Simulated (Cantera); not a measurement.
Charge: 1 mol Si, 16 mol HCl, at 775 K and 3.20 mbar.

Cantera equilibrium calculation (NASA polynomials, part measured and part estimated; ideal gas, pure solids and liquids). Candidate condensed phases: Si; 19 gas species. Equilibrium is a limit: real reactors are often held back by kinetics, nucleation or transport.

Base state: HCl 0.800, H2 0.133, SiCl4 0.0667 (mole fractions); condensed: gas only.

Task: What changes in the equilibrium state with this change: temperature from 775 K to 1675 K?

Result: 
| species | before | after |
|---|---|---|
| HCl | 0.800 | 0.859 |
| H2 | 0.133 | 0.0722 |
| SiCl2 | <1e-9 | 0.0513 |
| SiCl4 | 0.0667 | 0.00291 |
| Cl | <1e-9 | 0.00512 |
| H | <1e-9 | 0.000552 |
| SiCl3 | 1.43e-7 | 0.00848 |
| SiHCl3 | 7.19e-6 | 4.41e-5 |
The tables' values for SiCl3 are old estimates; treat these amounts as uncertain.

Task: What changes in the equilibrium state with this change: temperature from 775 K to 1623 K?

Result: 
```json
[
 {"species": "HCl", "before": "0.800", "after": "0.859"},
 {"species": "H2", "before": "0.133", "after": "0.0746"},
 {"species": "SiCl2", "before": "<1e-9", "after": "0.0477"},
 {"species": "SiCl4", "before": "0.0667", "after": "0.00509"},
 {"species": "SiCl3", "before": "1.43e-7", "after": "0.0102"},
 {"species": "Cl", "before": "<1e-9", "after": "0.00303"},
 {"species": "H", "before": "<1e-9", "after": "0.000334"},
 {"species": "SiHCl3", "before": "7.19e-6", "after": "6.84e-5"}
]
```
The tables' values for SiCl3 are old estimates; treat these amounts as uncertain.

Task: What changes in the equilibrium state with this change: temperature from 775 K to 1323 K?

Result: 
```json
[
 {"species": "HCl", "before": "0.800", "after": "0.813"},
 {"species": "H2", "before": "0.133", "after": "0.121"},
 {"species": "SiCl4", "before": "0.0667", "after": "0.0513"},
 {"species": "SiCl2", "before": "<1e-9", "after": "0.00647"},
 {"species": "Cl", "before": "<1e-9", "after": "5.49e-5"},
 {"species": "SiCl3", "before": "1.43e-7", "after": "0.00779"},
 {"species": "SiHCl3", "before": "7.19e-6", "after": "0.000388"}
]
```
The tables' values for SiCl3 are old estimates; treat these amounts as uncertain.
